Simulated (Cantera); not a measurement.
What does this Cantera script print?

```python
import numpy as np
import cantera as ct

gas_names = """
    H H2 H2S S SH S2 S8
""".split()
cond_names = """
    S(cr1) S(cr2) S(L)
""".split()


def load(file, names, dense=False):
    # The tables refer to 1 bar. Condensed volumes are neglected.
    table = {s.name: s for s in ct.Species.list_from_file(file)}
    out = []
    for n in names:
        d = dict(table[n].input_data)
        d["thermo"] = dict(d["thermo"], **{"reference-pressure": 1e5})
        if dense:
            d["equation-of-state"] = {"model": "constant-volume", "density": "1e6 g/cm^3"}
        out.append(ct.Species.from_dict(d))
    return out


gas = ct.Solution(thermo="ideal-gas", species=load("nasa_gas.yaml", gas_names))
cond = {s.name: ct.Solution(thermo="fixed-stoichiometry", species=[s], name=s.name)
        for s in load("nasa_condensed.yaml", cond_names, dense=True)}
atoms = {
    'H2S': {'H': 2, 'S': 1},
    'H2': {'H': 2},
}
top_T = {}  # K; cautious upper limits of use, not melting points


def equilibrate(T, P, feed):
    n = {}
    for name, mol in feed.items():
        for a, k in atoms[name].items():
            n[a] = n.get(a, 0.0) + k * mol
    gas.TPX = T, P, n
    mass = sum(n.values()) * gas.mean_molecular_weight
    gas.equilibrate("TP")
    valid = [c for c in cond.values() if c.min_temp <= T <= top_T.get(c.name, c.max_temp)]
    mix = ct.Mixture([(gas, mass / gas.mean_molecular_weight)] + [(c, 0.0) for c in valid])
    mix.T, mix.P = T, P
    mix.equilibrate("TP", solver="vcs", rtol=1e-11, max_steps=5000)
    return mix


results = []
feed = {'H2S': 1, 'H2': 0.33}  # mol
T = 2223.15  # K
P = 200  # Pa
mix = equilibrate(T, P, feed)
results.append((T, P, feed, dict(zip(mix.species_names, mix.species_moles))))
print(gas.report(threshold=1e-06))
for i in range(1, mix.n_phases):
    print(f"{mix.phase(i).name:16s} {mix.phase_moles(i):12.5e} mol")
```

Result:

```
       temperature   2223.2 K
          pressure   200 Pa
           density   0.0001834 kg/m^3
  mean mol. weight   16.95 kg/kmol
   phase of matter   gas

                          1 kg             1 kmol
                     ---------------   ---------------
          enthalpy        8.2155e+06        1.3926e+08  J
   internal energy         7.125e+06        1.2077e+08  J
           entropy             16158        2.7388e+05  J/K
    Gibbs function       -2.7706e+07       -4.6963e+08  J
 heat capacity c_p            1946.6             32996  J/K
 heat capacity c_v            1456.1             24682  J/K

                      mass frac. Y      mole frac. X     chem. pot. / RT
                     ---------------   ---------------   ---------------
                 H         0.0064567           0.10857           -13.297
                H2           0.06822           0.57359           -26.593
               H2S         0.0072715          0.003617           -43.298
                 S           0.20675           0.10931           -16.704
                SH          0.067974          0.034843           -30.001
                S2           0.64332           0.17007           -33.409
     [   +1 minor]        2.0464e-24        1.3524e-25

S(L)              0.00000e+00 mol
```

Method: chemical equilibrium by Gibbs-energy minimisation in Cantera with the NASA 1993 tables (ideal gas, pure condensed phases).
